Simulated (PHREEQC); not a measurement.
A solution holds 0.013 mol/kgw CdCl2 and 0.27 mol/kgw NaCl, at 25 °C. Closed to the air; pH follows from the charge balance.

Computed with PHREEQC (ion-association model, phreeqc.dat).

This is a speciation only: nothing precipitates in the calculation.

Q: Order these Cl species by the share of Cl that they hold, largest first: CdCl2, Cl-, CdCl+, CdCl3-.

A: Cl- (94 %), CdCl2 (2.7 %), CdCl+ (2.5 %), CdCl3- (0.72 %)

Q: Order these Cd species by the share of Cd that they hold, largest first: CdCl3-, CdCl+, CdCl2, Cd+2.

A: CdCl+ (56 %), CdCl2 (31 %), Cd+2 (7.7 %), CdCl3- (5.4 %)

The pH is 5.89 and the ionic strength 0.280 mol/kgw.
